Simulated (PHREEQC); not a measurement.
4.3 g of hydrous ferric oxide (600 m²/g; 0.2 weak and 0.005 strong sites per Fe, Dzombak-Morel constants, diffuse double layer) in 1 kg of water with 0.3 mol/kgw of an inert sodium salt and 0.00046 mol/kgw ZnCl2, at 25 °C; the pH is set by adding NaOH or the inert anion's acid. O2 is buffered at 0.21 atm. CO2 from the air is kept out. Nothing may precipitate in this run.

Base run: PHREEQC, ion-association model, wateq4f.dat. Each further column changes one thing. The table gives surface potential ψ (mV).

| pH | base | background salt from 0.3 to 0.03 mol/kgw | oxide from 4.3 to 22 g/kgw | 0.012 mol/kgw CaCl2 added |
|---|---|---|---|---|
| 3 | 125 | 177 | 123 | 122 |
| 3.5 | 124 | 173 | 123 | 122 |
| 4 | 123 | 166 | 121 | 120 |
| 4.5 | 118 | 155 | 117 | 116 |
| 5 | 110 | 140 | ? | 108 |
| 5.5 | 98 | 123 | 97 | 96 |
| 6 | 83 | 105 | 83 | ? |
| 6.5 | 67 | 84 | 66 | 66 |
| 7 | 49 | 61 | 47 | 49 |
| 7.5 | 29 | 36 | 27 | 32 |
| 8 | 9 | 11 | 5 | ? |
| 8.5 | -13 | -16 | -16 | ? |
| 9 | -34 | -42 | -37 | 14 |

Question: Some entries are withheld; supply them.

Answer: 
- 5, oxide from 4.3 to 22 g/kgw: 109
- 6, 0.012 mol/kgw CaCl2 added: 82
- 8, 0.012 mol/kgw CaCl2 added: 21
- 8.5, 0.012 mol/kgw CaCl2 added: 16

The oxide is taken as insoluble; below pH 4 it would dissolve.
